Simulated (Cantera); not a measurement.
Input: 1 mol C, 21 mol H2, 16 mol N2, held at 1723.15 K and 0.133 bar.

These are equilibrium values from Cantera (NASA tables, ideal gas, pure condensed phases), not measurements of a reactor. Candidate condensed phases: C, C6H6, C7H8, C8H18; 92 gas species. Kinetics and transport are ignored.

Base state: H2 0.566, N2 0.431, HCN 0.00205, H 0.000376, HNC 6.50e-5, C2H2 (acetylene) 5.13e-5, CH4 4.30e-5 (mole fractions); condensed: C(graphite).

### Question
What changes in the equilibrium state with this change: C replaced by CH3OH?

### Answer
```csv
species,before,after
H2,0.566,0.575
N2,0.431,0.400
CO,0,0.0250
H2O,0,4.10e-5
C2H2 (acetylene),5.13e-5,2.04e-8
HCN,0.00205,3.94e-5
HNC,6.50e-5,1.25e-6
CH4,4.30e-5,8.76e-7
"C(graphite), mol",0.916,0
```
Further candidate phases: H2O.
